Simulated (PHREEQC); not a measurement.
Make-up at 35 °C: 4.9 mmol/kgw Na2CO3 and 0.14 mmol/kgw CuCl2. Closed to the air; pH follows from the charge balance.

The numbers come from PHREEQC with the ion-association model, wateq4f.dat.

The pH is 10.56. The ionic strength comes out as 0.0124 mol/kgw and the total alkalinity is 9.80 meq/kg.

```tsv
species	molality	activity	log γ
Na+	0.00922	0.00823	-0.050
CO3-2	0.00320	0.00205	-0.193
HCO3-	0.00112	0.00100	-0.048
OH-	0.000845	0.000751	-0.051
NaCO3-	0.000573	0.000512	-0.048
Cl-	0.000280	0.000249	-0.051
Cu(OH)2	0.000139	0.000140	0.001
NaHCO3	4.63e-6	4.64e-6	0.001
Cu(OH)3-	3.46e-7	3.08e-7	-0.050
Cu(CO3)2-2	2.26e-7	1.42e-7	-0.201
CO2	5.58e-8	5.60e-8	0.001
CuCO3	5.49e-8	5.51e-8	0.001
Cu(OH)4-2	3.57e-9	2.25e-9	-0.201
```

Precipitation was switched off in this run. Saturation is exceeded, for instance for Cu(OH)2, Malachite; the values hold only as long as no solid forms. The database's constant for dissolved Cu(OH)2 is higher than later reviews accept.
